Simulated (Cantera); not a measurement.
A closed system holds: 1 mol SiC, 0.55 mol O2, 310 mol H2, at 13300 Pa.

These are equilibrium values from Cantera (NASA tables, ideal gas, pure condensed phases), not measurements of a reactor. Candidate condensed phases: C, C6H6, C7H8, C8H18, H2O, Si, SiC, SiO2; 123 gas species. Mutual solubility and eutectic melting of coexisting phases are not modelled. The tables hold silica as quartz up to 1696 K and as liquid above; real silica turns to tridymite and cristobalite and melts near 1996 K. Rates play no part.

Problem. At 1125 °C, list the 4 most abundant gas species with their mole fractions, and the condensed phases.

Solution. H2 0.999, CO 0.00117, SiO 0.000106, CH4 6.78e-5. Condensed: SiC(s) + SiO2(β-quartz).
